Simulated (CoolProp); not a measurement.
A single-stage vapour-compression cycle with R115: evaporating at 212.15 K (dew point), condensing at 245.15 K (bubble point), superheat 2 K, subcooling 0 K, compressor efficiency 0.85, no pressure losses. Each further row changes one setting.

The numbers come from the reference Helmholtz-energy equation of state, Lemmon 2016 in CoolProp.

| case | cooling COP | pressure ratio | discharge temperature (K) | refrigerating effect (kJ/kg) | volumetric capacity (kJ/m³) |
|---|---|---|---|---|---|
| as stated | 4.70 | 4.79 | 252.4 | 104 | 312 |
| evaporating temperature 217.15 K | 5.81 | ? | 251.0 | 107 | 413 |
| condensing temperature 240.15 K | ? | 3.90 | 247.1 | 109 | 326 |
| subcooling 5 K | 4.92 | 4.79 | 252.4 | 109 | 326 |
| superheat 12 K | 4.75 | 4.79 | 262.9 | 110 | ? |
| compressor efficiency 0.75 | 4.15 | 4.79 | ? | 104 | 312 |

Task: What belongs in the gaps?

Result: 
- evaporating temperature 217.15 K, pressure ratio: 3.64
- condensing temperature 240.15 K, cooling COP: 5.70
- superheat 12 K, volumetric capacity (kJ/m³): 315
- compressor efficiency 0.75, discharge temperature (K): 256.7
